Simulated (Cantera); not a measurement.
**Reactions in the system C-Cl-Fe**

Cantera with NASA thermochemical tables; ideal gases at 1 bar, condensed phases pure. Values are per mole of reaction as written; species without (g) are pure solids or liquids, kept so even where they would boil at 1 bar.

4 FeCl3(g) + C ⇌ CCl4(g) + 4 FeCl2

```csv
T (K),ΔH° (kJ),ΔS° (J/K),ΔG° (kJ),log10 K,condensed phases
300,-450.5,-600.3,-270.5,47.09,"C(graphite), FeCl2(s)"
598,-426.4,-545.2,-100.4,8.77,"C(graphite), FeCl2(s)"
698,-417.4,-531.2,-46.6,3.49,"C(graphite), FeCl2(s)"
798,-407.9,-518.6,5.9,-0.38,"C(graphite), FeCl2(s)"
898,-398.2,-507.1,57.2,-3.32,"C(graphite), FeCl2(s)"
998,-213.2,-312.4,98.6,-5.16,"C(graphite), FeCl2(l)"
1098,-197.1,-297.0,129.0,-6.14,"C(graphite), FeCl2(l)"
```

2 FeCl3(g) + Fe ⇌ 3 FeCl2

```tsv
T (K)	ΔH° (kJ)	ΔS° (J/K)	ΔG° (kJ)	log10 K	condensed phases
300	-519.2	-361.6	-410.7	71.51	Fe(α), FeCl2(s)
598	-503.7	-326.0	-308.8	26.97	Fe(α), FeCl2(s)
698	-498.3	-317.6	-276.6	20.70	Fe(α), FeCl2(s)
798	-492.8	-310.2	-245.2	16.05	Fe(α), FeCl2(s)
898	-487.4	-303.8	-214.5	12.48	Fe(α), FeCl2(s)
998	-351.3	-160.6	-191.0	10.00	Fe(α), FeCl2(l)
1098	-343.6	-153.3	-175.3	8.34	Fe(α), FeCl2(l)
```
